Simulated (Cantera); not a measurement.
Cantera run, input and output.

```python
import numpy as np
import cantera as ct

gas = ct.Solution("gri30.yaml")
gas.TPX = 775, 500000, {'CH4': 1, 'C2H6': 0.13, 'O2': 1.36, 'N2': 5.13, 'H2O': 0.5}
inlet = ct.Reservoir(gas, clone=True)
gas.equilibrate("HP")  # start burning
reactor = ct.IdealGasConstPressureReactor(gas, energy="on", clone=False)
exhaust = ct.Reservoir(gas, clone=True)
tau = [0.23, 0.088, 0.034, 0.013, 0.0053, 0.0021, 0.0008, 0.00031, 0.00012, 4.8e-05, 1.9e-05][0]
for a, b in ((inlet, reactor), (reactor, exhaust)):
    ct.MassFlowController(a, b, mdot=lambda t: reactor.mass / tau)
net = ct.ReactorNet([reactor])
show = ['CH4', 'C2H6', 'O2', 'NO2', 'H']

rows = []
print(f"{'tau/s':>10s}{'T/K':>9s}" + "".join(f"{s:>11s}" for s in show))
for tau in [0.23, 0.088, 0.034, 0.013, 0.0053, 0.0021, 0.0008, 0.00031, 0.00012, 4.8e-05, 1.9e-05]:
    net.initial_time = 0.0
    net.advance(30 * tau)
    before = gas.X
    net.advance(40 * tau)
    drift = np.max(np.abs(gas.X - before) / (gas.X + 1e-9))
    rows.append([gas.T, *gas[show].X, drift])
    print(f"{tau:10.3e}{gas.T:9.1f}" + "".join(f"{x:11.3e}" for x in gas[show].X))
```

Output:

```
     tau/s      T/K        CH4       C2H6         O2        NO2          H
 2.300e-01   1987.1  1.311e-03  2.213e-07  3.441e-05  3.093e-11  2.528e-04
 8.800e-02   1993.2  2.372e-03  7.130e-07  8.458e-05  5.029e-11  2.662e-04
 3.400e-02   2001.2  3.791e-03  1.996e-06  2.013e-04  7.950e-11  2.852e-04
 1.300e-02   2009.5  5.530e-03  5.099e-06  4.728e-04  1.262e-10  3.107e-04
 5.300e-03   2014.7  7.383e-03  1.161e-05  1.030e-03  1.953e-10  3.402e-04
 2.100e-03   2013.1  9.563e-03  2.699e-05  2.264e-03  3.014e-10  3.749e-04
 8.000e-04   1994.3  1.246e-02  6.989e-05  5.176e-03  4.507e-10  4.054e-04
 3.100e-04   1928.4  1.777e-02  2.389e-04  1.313e-02  5.888e-10  3.760e-04
 1.200e-04    775.0  1.232e-01  1.601e-02  1.675e-01  3.140e-21  8.707e-20
 4.800e-05    775.0  1.232e-01  1.601e-02  1.675e-01  1.348e-25  3.768e-20
 1.900e-05    775.0  1.232e-01  1.601e-02  1.675e-01  4.957e-28  1.622e-20
```

Computed with Cantera and GRI-Mech 3.0 (53 species, 325 reactions).
